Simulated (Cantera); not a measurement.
Thermodynamics of roasting and sulfation, feed CaS + O₂ + H₂O

Charge: 1 mol CaS, 1.4 mol O₂, a varied amount of H₂O, equilibrated at 1050 °C and 1330 Pa.

Cantera equilibrium calculation (NASA polynomials, part measured and part estimated; ideal gas, pure solids and liquids). Candidate condensed phases: Ca, CaO, Ca(OH)₂, CaS, CaSO₄, H₂O, H₂SO₄, S; 25 gas species. Mutual solubility and eutectic melting of coexisting phases are not modelled. The numbers say what is thermodynamically allowed, not how fast it happens.

From 0.11 mol H₂O to 1.3 mol H₂O the condensed part is CaO(s) + CaS(s). From 2.4 mol H₂O to 4.5 mol H₂O the condensed part is CaO(s).

| n(H₂O) (mol) | x SO₂ | x H₂O | x H₂ | x S₂ | x SO | x H₂S | x S₂O | n CaO(s) | n CaS(s) |
|---|---|---|---|---|---|---|---|---|---|
| 0.11 | 0.874 | 0.102 | 0.00260 | 0.0185 | 0.00237 | 0.000392 | 0.000830 | 0.962 | 0.0377 |
| 0.2 | 0.804 | 0.170 | 0.00447 | 0.0175 | 0.00224 | 0.000655 | 0.000764 | 0.964 | 0.0357 |
| 0.38 | 0.695 | 0.278 | 0.00768 | 0.0159 | 0.00204 | 0.00107 | 0.000660 | 0.968 | 0.0319 |
| 0.71 | 0.556 | 0.414 | 0.0123 | 0.0137 | 0.00175 | 0.00160 | 0.000528 | 0.975 | 0.0250 |
| 1.3 | 0.411 | 0.556 | 0.0183 | 0.0112 | 0.00143 | 0.00214 | 0.000390 | 0.988 | 0.0123 |
| 2.4 | 0.280 | 0.686 | 0.0241 | 0.00670 | 0.00104 | 0.00218 | 0.000219 | 1.00 | 0 |
| 4.5 | 0.177 | 0.794 | 0.0251 | 0.00175 | 0.000592 | 0.00116 | 6.38e-5 | 1.00 | 0 |
x: gas mole fraction; n: condensed amount in mol.
